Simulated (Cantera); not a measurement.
A Cantera script and what it prints.

```python
import numpy as np
import cantera as ct

gas_names = [...]  # 109 gases of nasa_gas.yaml made of C, Cl, H, Si
cond_names = """
    C(gr) C6H6(L) C7H8(L) C8H18(L),n-octa Si(cr) Si(L) SiC(b)
""".split()


# ... load() reads the species with a 1 bar reference pressure and builds the phases ...
atoms = {
    'CH3SiCl3': {'C': 1, 'H': 3, 'Si': 1, 'CL': 3},
    'CH4': {'C': 1, 'H': 4},
    'H2': {'H': 2},
}
top_T = {'C(gr)': 4500, 'SiC(b)': 3050}  # K; cautious upper limits of use, not melting points


# ... equilibrate(T, P, feed) seeds the gas with the atoms and calls Mixture.equilibrate('TP', solver="vcs", rtol=1e-11, max_steps=5000) ...
results = []
feed = {'CH3SiCl3': 1, 'CH4': 1.2, 'H2': 1.6}  # mol
T = 2273.15  # K
for P in [100, 270, 720, 1900, 5200, 14000, 37000, 100000]:
    mix = equilibrate(T, P, feed)
    results.append((T, P, feed, dict(zip(mix.species_names, mix.species_moles))))

top = {s: max(r[3][s] / sum(r[3][g] for g in gas_names) for r in results) for s in gas_names}
cols = sorted((s for s in top if top[s] > 1e-06), key=lambda s: -top[s])[:7]
seen = [c for c in cond_names if any(r[3].get(c, 0) > 1e-12 for r in results)]
print("log10 of partial pressures in bar; condensed amounts in mol")
print(f"{'P/Pa':>10s}" + "".join(f"{s[:9]:>10s}" for s in cols + seen))
for T, P, feed, n in results:
    ng = sum(n[g] for g in gas_names)
    print(f"{P:10.4g}" + "".join(f"{np.log10(max(n[s] / ng * P / 1e5, 1e-99)):10.3f}" for s in cols)
          + "".join(f"{n.get(c, 0):10.4g}" for c in seen))
```

Result:

```
log10 of partial pressures in bar; condensed amounts in mol
      P/Pa        H2       HCL         H        Si        CL     SiCL2      SiC2     C(gr)    SiC(b)
       100    -3.374    -3.646    -3.762    -4.160    -4.176    -4.689    -5.061     1.985         0
       270    -2.872    -3.154    -3.511    -4.011    -3.935    -4.057    -4.912     1.762    0.3133
       720    -2.405    -2.678    -3.278    -4.011    -3.692    -3.572    -4.912     1.581    0.5542
      1900    -1.962    -2.230    -3.056    -4.011    -3.465    -3.118    -4.912     1.519     0.637
      5200    -1.513    -1.777    -2.832    -4.011    -3.238    -2.663    -4.912     1.496    0.6675
   1.4e+04    -1.075    -1.339    -2.613    -4.011    -3.018    -2.223    -4.912     1.488    0.6776
   3.7e+04    -0.649    -0.912    -2.400    -4.011    -2.805    -1.797    -4.912     1.486    0.6801
     1e+05    -0.214    -0.479    -2.182    -4.011    -2.589    -1.365    -4.912     1.487    0.6792
```

These are equilibrium values from Cantera (NASA tables, ideal gas, pure condensed phases), not measurements of a reactor. The feed counts by its element totals alone. The tables' values for SiCl, SiCl3 are old estimates; treat these amounts as uncertain. Gases not in the tables: Si2H6 and higher silanes.
